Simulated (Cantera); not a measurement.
Source: NASA polynomial tables (part measured, part estimated), evaluated in Cantera. Values are per mole of reaction as written; species without (g) are pure solids or liquids, kept so even where they would boil at 1 bar.

Q: Between 375 and 1575 K, where is each reaction favourable under standard conditions?
- Cu₂O + NO(g) → 2 Cu + NO₂(g)

A: 
- Cu₂O + NO(g) → 2 Cu + NO₂(g): ΔG° is 112 kJ at 375 K and 114 kJ at 1575 K; it stays positive (K < 1). ΔH° is 67 kJ and ΔS° -30 J/K at 1575 K.
